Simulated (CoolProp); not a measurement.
A closed Brayton cycle with dry air: compressor inlet 330.15 K and 3.9 MPa, high pressure 11.3 MPa, turbine inlet 880 K, compressor efficiency 0.89, turbine efficiency 0.93, recuperator effectiveness 0.95 (on enthalpy, no pinch check). Each further row changes one setting.

The numbers come from the reference Helmholtz-energy equation of state, Lemmon 2000 in CoolProp. It is a pseudo-pure fit of the blend.

```json
[
 {"case": "as stated", "thermal efficiency (%)": "37.1", "net work (kJ/kg)": "88.7", "compressor to turbine work": "0.60", "compressor exit (K)": "462.8", "turbine exit (K)": "680.0"},
 {"case": "turbine inlet 830 K", "thermal efficiency (%)": "33.9", "net work (kJ/kg)": "75.8", "compressor to turbine work": "0.64", "compressor exit (K)": "462.8", "turbine exit (K)": "639.6"},
 {"case": "compressor inlet 340.15 K", "thermal efficiency (%)": "35.5", "net work (kJ/kg)": "84.4", "compressor to turbine work": "0.62", "compressor exit (K)": "476.5", "turbine exit (K)": "680.0"},
 {"case": "high pressure 9.61 MPa", "thermal efficiency (%)": "38.8", "net work (kJ/kg)": "81.8", "compressor to turbine work": "0.58", "compressor exit (K)": "440.0", "turbine exit (K)": "707.5"},
 {"case": "recuperator effectiveness 0.5", "thermal efficiency (%)": "25.9", "net work (kJ/kg)": "88.7", "compressor to turbine work": "0.60", "compressor exit (K)": "462.8", "turbine exit (K)": "680.0"}
]
```
